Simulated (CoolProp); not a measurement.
Vapour pressure (bar) of cyclohexane: the reference equation beside estimates from Tc = 280.5 °C, pc = 40.81 bar, ω = 0.209.

Computed with CoolProp (reference Helmholtz-energy equation of state, Zhou 2014).

```json
[
 {"T (°C)": "127.55", "reference": "3.431", "Lee-Kesler": "3.437", "van der Waals": "9.681", "Soave-Redlich-Kwong": "3.436", "Peng-Robinson": "3.414"},
 {"T (°C)": "131.95", "reference": "3.785", "Lee-Kesler": "3.792", "van der Waals": "10.22", "Soave-Redlich-Kwong": "3.793", "Peng-Robinson": "3.765"},
 {"T (°C)": "136.45", "reference": "4.175", "Lee-Kesler": "4.184", "van der Waals": "10.79", "Soave-Redlich-Kwong": "4.186", "Peng-Robinson": "4.152"},
 {"T (°C)": "140.85", "reference": "4.584", "Lee-Kesler": "4.594", "van der Waals": "11.37", "Soave-Redlich-Kwong": "4.599", "Peng-Robinson": "4.558"},
 {"T (°C)": "145.25", "reference": "5.023", "Lee-Kesler": "5.034", "van der Waals": "11.96", "Soave-Redlich-Kwong": "5.042", "Peng-Robinson": "4.993"},
 {"T (°C)": "149.65", "reference": "5.492", "Lee-Kesler": "5.505", "van der Waals": "12.58", "Soave-Redlich-Kwong": "5.516", "Peng-Robinson": "5.460"},
 {"T (°C)": "154.15", "reference": "6.005", "Lee-Kesler": "6.018", "van der Waals": "13.23", "Soave-Redlich-Kwong": "6.035", "Peng-Robinson": "5.970"},
 {"T (°C)": "158.55", "reference": "6.539", "Lee-Kesler": "6.554", "van der Waals": "13.88", "Soave-Redlich-Kwong": "6.576", "Peng-Robinson": "6.502"},
 {"T (°C)": "162.95", "reference": "7.109", "Lee-Kesler": "7.124", "van der Waals": "14.56", "Soave-Redlich-Kwong": "7.153", "Peng-Robinson": "7.070"},
 {"T (°C)": "167.45", "reference": "7.728", "Lee-Kesler": "7.744", "van der Waals": "15.27", "Soave-Redlich-Kwong": "7.781", "Peng-Robinson": "7.688"},
 {"T (°C)": "171.85", "reference": "8.371", "Lee-Kesler": "8.387", "van der Waals": "15.99", "Soave-Redlich-Kwong": "8.433", "Peng-Robinson": "8.331"},
 {"T (°C)": "176.25", "reference": "9.052", "Lee-Kesler": "9.068", "van der Waals": "16.73", "Soave-Redlich-Kwong": "9.126", "Peng-Robinson": "9.013"},
 {"T (°C)": "180.65", "reference": "9.773", "Lee-Kesler": "9.789", "van der Waals": "17.49", "Soave-Redlich-Kwong": "9.859", "Peng-Robinson": "9.736"},
 {"T (°C)": "185.15", "reference": "10.55", "Lee-Kesler": "10.57", "van der Waals": "18.29", "Soave-Redlich-Kwong": "10.65", "Peng-Robinson": "10.52"}
]
```

Absolute difference from the reference over all 14 rows, mean and median: Lee-Kesler 0.2 and 0.2 %, van der Waals 120.6 and 116.3 %, Soave-Redlich-Kwong 0.5 and 0.5 %, Peng-Robinson 0.5 and 0.5 %.
